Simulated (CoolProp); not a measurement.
Vapour-liquid equilibrium of isobutane (1) + n-butane (2) at 0.428 MPa; x and y are mole fractions of (1).

Model: multi-fluid Helmholtz-energy mixture model, Bücker 2006 and Bücker 2006; pair parameters Kunz 2012, in CoolProp.

```csv
x,bubble temperature (°C),y at the bubble point,dew temperature at overall composition x (°C),liquid density (mol/L)
0.05,43.8,0.066,43.9,9.447
0.125,42.7,0.161,43.1,9.439
0.2,41.7,0.251,42.3,9.430
0.275,40.7,0.337,41.4,9.421
0.35,39.7,0.420,40.6,9.411
0.425,38.8,0.498,39.7,9.401
0.5,37.8,0.574,38.8,9.391
0.575,36.9,0.646,37.8,9.380
0.65,36.0,0.715,36.9,9.370
0.725,35.1,0.781,35.9,9.359
0.8,34.3,0.844,34.9,9.348
0.875,33.4,0.905,33.8,9.338
0.95,32.6,0.963,32.7,9.327
```

No azeotrope shows between x = 0.05 and 0.95.

The pair parameters rest on a limited set of measurements; away from them the model extrapolates.
